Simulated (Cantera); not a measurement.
A freely propagating, adiabatic, planar premixed flame of 41.7 % H₂, 11.6 % O₂, 43.4 % N₂, 3.34 % H₂O, equivalence ratio 1.8, unburnt at 300 K and 0.760 bar; mixture-averaged transport, grid criteria slope 0.08 and curve 0.16, no radiation.

Cantera simulation using the H2/O2 subset of GRI-Mech 3.0, which has no nitrogen chemistry; the numbers are that mechanism's predictions, not measurements. Burning velocities carry a grid error of a few per cent, more on coarse grids.

x: mole fraction of selected species; z is measured from the peak of heat release.

```csv
z (mm),T (K),u (m/s),x H₂,x O₂,x H₂O,x H,x OH,x H₂O₂
-1.30,300,2.88,0.417,0.116,0.0334,<1e-8,<1e-8,<1e-8
-0.868,300,2.88,0.417,0.116,0.0334,<1e-8,<1e-8,<1e-8
-0.651,300,2.88,0.417,0.116,0.0334,<1e-8,<1e-8,<1e-8
-0.434,300,2.88,0.417,0.116,0.0334,<1e-8,<1e-8,<1e-8
-0.217,309,2.95,0.414,0.117,0.0336,1.00e-7,1.71e-6,2.39e-6
-0.108,463,4.32,0.394,0.116,0.0424,0.000624,0.000561,9.73e-5
0,884,7.98,0.335,0.0983,0.0904,0.0148,0.000956,4.06e-5
0.108,1219,10.8,0.255,0.0592,0.171,0.0436,0.00211,2.37e-6
0.217,1415,12.5,0.197,0.0221,0.241,0.0643,0.00341,1.16e-6
0.434,1571,13.8,0.172,0.00258,0.279,0.0670,0.00408,6.56e-7
0.868,1692,14.8,0.178,?,0.285,?,0.00432,?
1.74,1803,15.6,0.186,0.000447,0.289,0.0388,0.00400,2.00e-7
3.47,1896,16.3,0.193,0.000223,0.293,0.0262,0.00323,9.62e-8
```

Question: Fill in the missing entries.

Answer: 
- 0.868, x O₂: 0.000764
- 0.868, x H: 0.0534
- 0.868, x H₂O₂: 3.86e-7
